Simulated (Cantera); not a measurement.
A freely propagating, adiabatic, planar premixed flame of C3H8 : O2 : N2 = 1 : 5.32 : 14.4 (molar parts), unburnt at 700 K and 0.691 atm; mixture-averaged transport, grid criteria slope 0.08 and curve 0.16, no radiation.

Model: GRI-Mech 3.0 (53 species, 325 reactions), integrated in Cantera. GRI-Mech 3.0 was tuned for natural gas; its chemistry of propane as a main component is partial and can be far from experiment. Burning velocities carry a grid error of a few per cent, more on coarse grids.

What does this change do: inlet temperature 700 to 400 K?


| quantity | before | after |
|---|---|---|
| laminar burning velocity | 304 cm/s | 124 cm/s |
| thermal thickness | 0.268 mm | 0.310 mm |
| peak x(C2H4) | 0.0142 | 0.0123 |
| peak x(CH4) | 0.00307 | 0.00326 |
| peak x(HO2) | 0.000559 | 0.000475 |
| peak x(CH2O) | 0.00263 | 0.00239 |

What does this change do: N2 14.4 to 18 parts?


```csv
quantity,before,after
laminar burning velocity,304 cm/s,249 cm/s
thermal thickness,0.268 mm,0.319 mm
peak x(C2H4),0.0142,0.0122
peak x(CH4),0.00307,0.00276
peak x(HO2),0.000559,0.000434
peak x(CH2O),0.00263,0.00211
```
